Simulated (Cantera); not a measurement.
**Thermodynamics of halide evaporation, hydrolysis and transport, feed LiCl + H2**

A closed system holds: 1 mol LiCl, 0.69 mol H2, equilibrated at 1000 Pa.

These are equilibrium values from Cantera (NASA tables, ideal gas, pure condensed phases), not measurements of a reactor. Candidate condensed phases: Li, LiCl, LiH; 11 gas species. Equilibrium is a limit: real reactors are often held back by kinetics, nucleation or transport.

From 1600 K to 2150 K nothing is condensed. The main Li-bearing gas is LiCl throughout.

```csv
T (K),log p LiCl,log p H2,log p H,log p Li,log p HCl
1600,-2.23,-2.39,-5.46,-4.76,-4.76
1650,-2.23,-2.39,-5.24,-4.63,-4.63
1700,-2.23,-2.39,-5.03,-4.51,-4.51
1750,-2.23,-2.39,-4.83,-4.39,-4.39
1800,-2.23,-2.39,-4.64,-4.28,-4.28
1850,-2.24,-2.40,-4.47,-4.18,-4.18
1900,-2.24,-2.40,-4.30,-4.08,-4.09
1950,-2.24,-2.40,-4.14,-3.99,-4.00
2000,-2.24,-2.41,-3.99,-3.91,-3.91
2050,-2.25,-2.41,-3.85,-3.82,-3.83
2100,-2.25,-2.42,-3.72,-3.75,-3.76
2150,-2.25,-2.43,-3.59,-3.67,-3.69
```
log p: log10 of the partial pressure in bar; nothing condenses.
